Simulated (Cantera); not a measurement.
A perfectly stirred reactor is fed with CH4 : N2 = 1 : 3.2 (molar parts), at 0.0197 atm; it is held at 1548 K, and followed from long to short residence time.

Cantera simulation using GRI-Mech 3.0 (53 species, 325 reactions); the numbers are that mechanism's predictions, not measurements. GRI-Mech 3.0 stops at C3 and has no aromatics, soot or wall deposition, so with more carbon than oxygen in the feed, carbon stays in small species such as C2H2 where larger ones or solid carbon would form. Radical loss at walls, strong at low pressure, is not modelled.

Question: What does this change do: pressure from 0.0197 atm to 0.0263 atm?

Answer: 
```tsv
quantity	before	after
x(CH4) at τ = 0.520 s	0.183	0.178
x(CH2) at τ = 0.520 s	1.20e-7	1.01e-7
x(H) at τ = 0.520 s	1.42e-5	1.42e-5
x(C2H4) at τ = 0.520 s	0.00360	0.00325
x(H2) at τ = 0.520 s	0.0636	0.0702
x(CH4) at τ = 36.0 ms	0.237	0.236
x(CH2) at τ = 36.0 ms	2.12e-8	3.05e-8
x(H) at τ = 36.0 ms	2.83e-7	4.38e-7
x(C2H4) at τ = 36.0 ms	0.000273	0.000509
x(H2) at τ = 36.0 ms	0.000863	0.00157
```

Question: What does this change do: temperature 1548 to 1450 K?

Answer: 
```csv
quantity,before,after
x(CH4) at τ = 0.520 s,0.183,0.232
x(CH2) at τ = 0.520 s,1.20e-7,1.19e-8
x(H) at τ = 0.520 s,1.42e-5,5.12e-7
x(C2H4) at τ = 0.520 s,0.00360,0.00143
x(H2) at τ = 0.520 s,0.0636,0.00627
x(CH4) at τ = 36.0 ms,0.237,0.238
x(CH2) at τ = 36.0 ms,2.12e-8,4.16e-10
x(H) at τ = 36.0 ms,2.83e-7,1.38e-8
x(C2H4) at τ = 36.0 ms,0.000273,5.37e-6
x(H2) at τ = 36.0 ms,0.000863,3.88e-5
```
